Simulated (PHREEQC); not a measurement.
Solution (20 °C): 0.011 mol FeCl3 per kg of water. Closed to the air; pH follows from the charge balance.

The numbers come from PHREEQC with the ion-association model, phreeqc.dat.

Precipitation was switched off in this run.

Estimate the pH.

pH 2.35.

In which forms is Cl present?

Cl- 95 %, FeCl+2 4.5 %, FeCl2+ 0.7 % of the Cl.

Saturation is exceeded, for instance for Hematite (slow to form), Goethite (slow to form); the values hold only as long as no solid forms.
